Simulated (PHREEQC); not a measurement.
Make-up at 25 °C: 0.065 mol Na2S per kg of water. Closed to the air; pH follows from the charge balance.

Computed with PHREEQC (ion-association model, phreeqc.dat).

This is a speciation only: nothing precipitates in the calculation.

Problem. Estimate the pH.

Solution. pH 12.43.

Species that the database lacks are ignored. With this much S-2 the pH rests on the database's HS-/S-2 constant; if that pK is higher, the solution is more alkaline. The database's pK near 12.9 for HS-/S-2 is now thought far too low, so its S-2 is overstated.
